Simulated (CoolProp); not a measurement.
The numbers come from the reference Helmholtz-energy equation of state, Thol 2015 in CoolProp.

Q: For octamethylcyclotetrasiloxane (D4), give the phase and the cv (kJ/(kg K)), Joule-Thomson coefficient (K/MPa) at 620 K and 0.241 bar; 620 K and 0.911 bar; 620 K and 3.44 bar.

A: 
- 620 K and 0.241 bar: gas; cv 2.01, Joule-Thomson coefficient 7.07
- 620 K and 0.911 bar: gas; cv 2.01, Joule-Thomson coefficient 7.23
- 620 K and 3.44 bar: gas; cv 2.02, Joule-Thomson coefficient 7.92
